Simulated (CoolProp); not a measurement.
Saturation properties of acetone (Tc = 508.1 K, pc = 46.92 bar, ω = 0.307).

Model: reference Helmholtz-energy equation of state, Lemmon 2006, in CoolProp. It is a short technical equation, of lower accuracy than the large ones.

```tsv
T (K)	p (bar)	liquid density (kg/m³)	liquid cp (kJ/(kg K))	surface tension (mN/m)
389.9	5.610	670.7	2.466	11.7
393.8	6.139	___	___	11.2
397.6	6.689	659.5	2.506	10.8
401.4	7.277	653.8	___	10.4
405.2	7.902	648.1	2.548	___
409	8.567	642.2	2.571	___
412.8	9.274	636.2	2.595	9.08
416.6	10.02	630.1	2.620	8.66
420.4	10.82	623.8	2.646	8.25
424.3	11.68	617.3	2.674	7.82
428.1	12.57	610.7	___	7.41
431.9	13.52	604.0	2.735	7.01
435.7	14.51	597.2	2.769	6.60
```

Task: Complete the blanks.

Result: 
- 393.8, liquid density (kg/m³): 665.1
- 393.8, liquid cp (kJ/(kg K)): 2.486
- 401.4, liquid cp (kJ/(kg K)): 2.527
- 405.2, surface tension (mN/m): 9.93
- 409, surface tension (mN/m): 9.50
- 428.1, liquid cp (kJ/(kg K)): 2.704

It boils at 329.2 K under 1 atm.

Surface tension comes from a separate correlation (Mulero 2012).
